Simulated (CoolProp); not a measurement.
Model: reference Helmholtz-energy equation of state, Lemmon 2006, in CoolProp. It is a short technical equation, of lower accuracy than the large ones.

Problem. Give the vapour pressure (kPa), enthalpy of vaporisation (kJ/kg), vapour Z of saturated carbon monoxide at -172.05, -143.15 °C.

Solution. 
| T (°C) | p (kPa) | enthalpy of vaporisation (kJ/kg) | vapour Z |
|---|---|---|---|
| -172.05 | 590 | 182 | 0.857 |
| -143.15 | 3060 | 71.8 | 0.482 |
